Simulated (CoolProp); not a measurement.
The fluid at 308.4 K and 3.36 MPa flows at 0.46 m/s in a round tube of 10 mm bore and 45 µm roughness, fully developed (64/Re and Nu = 3.66 if laminar; Colebrook and Gnielinski if turbulent). The same conditions are run with several fluids, on thermodynamics alone (safety and materials aside).

Model: reference Helmholtz-energy equation of state of each fluid (R410A: Lemmon 2003; R134a: Tillner-Roth 1994; C3F8 (R218): Lemmon 2006; n-octane: Beckmüller 2019; n-heptane: Span 2003), in CoolProp. Blends and air are pseudo-pure fits.

Task: Rank R410A, R134a, C3F8 (R218), n-octane, n-heptane by Reynolds number, highest first.

Result: R410A (43500), C3F8 (R218) (37500), R134a (30200), n-heptane (8540), n-octane (6790)

```tsv
fluid	Darcy friction factor	pressure drop (Pa/m)	heat-transfer coefficient (W/(m² K))	mass flow (kg/h)
R410A	0.0316	341	2020	133
R134a	0.0325	407	1550	154
C3F8 (R218)	0.0319	441	1200	170
n-octane	0.0396	291	787	90.2
n-heptane	0.0380	271	902	87.7
```

Transport values come from each fluid's own correlations; those of R134a, C3F8 (R218) are estimates that may be off by 10 % or more.
